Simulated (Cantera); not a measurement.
**Thermodynamics of carbothermic reduction, feed CuO + CO**

Feed: 1 mol CuO, 0.84 mol CO, held at 15.0 Pa.

Cantera equilibrium calculation (NASA polynomials, part measured and part estimated; ideal gas, pure solids and liquids). Candidate condensed phases: C, Cu, CuO, Cu2O; 15 gas species. Equilibrium is a limit: real reactors are often held back by kinetics, nucleation or transport.

From 1748 K to 2248 K nothing is condensed. The main Cu-bearing gas is Cu throughout.

| T (K) | x Cu | x CO2 | x CO | x O2 | x O | x Cu2 | x CuO |
|---|---|---|---|---|---|---|---|
| 1748 | 0.515 | 0.415 | 0.0180 | 0.0495 | 0.00133 | 0.000208 | 0.000198 |
| 1798 | 0.512 | 0.402 | 0.0285 | 0.0540 | 0.00227 | 0.000142 | 0.000194 |
| 1848 | 0.508 | 0.385 | 0.0428 | 0.0601 | 0.00379 | 9.79e-5 | 0.000191 |
| 1898 | 0.503 | 0.362 | 0.0611 | 0.0676 | 0.00623 | 6.85e-5 | 0.000190 |
| 1948 | 0.496 | 0.334 | 0.0834 | 0.0763 | 0.0100 | 4.85e-5 | 0.000189 |
| 1998 | 0.488 | 0.301 | 0.109 | 0.0857 | 0.0157 | 3.47e-5 | 0.000187 |
| 2048 | 0.479 | 0.265 | 0.137 | 0.0948 | 0.0241 | 2.50e-5 | 0.000184 |
| 2098 | 0.468 | 0.227 | 0.167 | 0.103 | 0.0359 | 1.82e-5 | 0.000179 |
| 2148 | 0.456 | 0.188 | 0.195 | 0.108 | 0.0518 | 1.33e-5 | 0.000172 |
| 2198 | 0.444 | 0.152 | 0.222 | 0.110 | 0.0723 | 9.81e-6 | 0.000162 |
| 2248 | 0.432 | 0.118 | 0.245 | 0.108 | 0.0977 | 7.29e-6 | 0.000150 |
x: gas mole fraction; nothing condenses.
